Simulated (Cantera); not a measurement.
c-C₄F₈ + HCl (fluorocarbon and chlorocarbon gases)

Input: 1 mol c-C₄F₈, 0.016 mol HCl, held at 700 °C and 89.0 Pa.

These are equilibrium values from Cantera (NASA tables, ideal gas, pure condensed phases), not measurements of a reactor. Candidate condensed phases: C, C₆H₆, C₇H₈, C₈H₁₈; 118 gas species. The feed counts by its element totals alone. Gases not in the tables: C₂F₆ and larger saturated fluorocarbons. Kinetics and transport are ignored.

The x(CF₄) comes out as 0.987, the x(HF) comes out as 0.00728 and the x(Cl₂) comes out as 0.00262. The x(CClF₃) is 0.00160 and the x(HCl) is 0.000645. The x(Cl) comes out as 0.000440. The x(CCl₂F₂) is 3.42e-6. The n(C(graphite)) comes out as 2.00 mol and the gas amount comes out as 2.019 mol.
